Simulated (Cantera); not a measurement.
A closed system holds: 1 mol Si, 0.0032 mol H2O, 770 mol H2, held at 1502 °C and 2.70 Torr.

Cantera equilibrium calculation (NASA polynomials, part measured and part estimated; ideal gas, pure solids and liquids). Candidate condensed phases: H2O, Si, SiO2; 18 gas species. Gases not in the tables: Si2H6 and higher silanes. Rates play no part.

Base state: H2 0.995, H 0.00481, Si 0.000610, SiH 4.48e-5, SiH2 2.49e-5 (mole fractions); condensed: Si(l).

Task: What changes in the equilibrium state with this change: Si replaced by Si3N4?

Result: 
| species | before | after |
|---|---|---|
| H2 | 0.995 | 0.992 |
| H | 0.00481 | 0.00480 |
| N2 | 0 | 0.00258 |
| Si | 0.000610 | 0.000610 |
| SiH2 | 2.49e-5 | 2.48e-5 |
| SiH | 4.48e-5 | 4.47e-5 |
| Si(l), mol | 0.465 | 2.46 |
Further candidate phases: Si2N2O, Si3N4.
